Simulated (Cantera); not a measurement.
Charge: 1 mol SiH₄, 45 mol N₂O, 5.6 mol N₂, equilibrated at 0.0360 bar.

Cantera equilibrium calculation (NASA polynomials, part measured and part estimated; ideal gas, pure solids and liquids). Candidate condensed phases: H₂O, Si, SiO₂, Si₂N₂O, Si₃N₄; 35 gas species. The tables hold silica as quartz up to 1696 K and as liquid above; real silica turns to tridymite and cristobalite and melts near 1996 K. Equilibrium is a limit: real reactors are often held back by kinetics, nucleation or transport.

Which condensed phases are stable at each of these points (T (K)): 500, 700, 900, 1100, 1300, 1500, 1700, 1900, 2100?


```json
[
 {"T (K)": "500", "condensed phases": "SiO₂(α-quartz)", "Si condensed (%)": "100.0"},
 {"T (K)": "700", "condensed phases": "SiO₂(α-quartz)", "Si condensed (%)": "100.0"},
 {"T (K)": "900", "condensed phases": "SiO₂(β-quartz)", "Si condensed (%)": "100.0"},
 {"T (K)": "1100", "condensed phases": "SiO₂(β-quartz)", "Si condensed (%)": "100.0"},
 {"T (K)": "1300", "condensed phases": "SiO₂(β-quartz)", "Si condensed (%)": "100.0"},
 {"T (K)": "1500", "condensed phases": "SiO₂(β-quartz)", "Si condensed (%)": "100.0"},
 {"T (K)": "1700", "condensed phases": "SiO₂(condensed)", "Si condensed (%)": "100.0"},
 {"T (K)": "1900", "condensed phases": "SiO₂(condensed)", "Si condensed (%)": "100.0"},
 {"T (K)": "2100", "condensed phases": "SiO₂(l)", "Si condensed (%)": "99.3"}
]
```

From 500 K to 700 K the condensed part is SiO₂(α-quartz). From 900 K to 1500 K the condensed part is SiO₂(β-quartz). From 1700 K to 1900 K the condensed part is SiO₂(condensed). At 2100 K the condensed part is SiO₂(l).
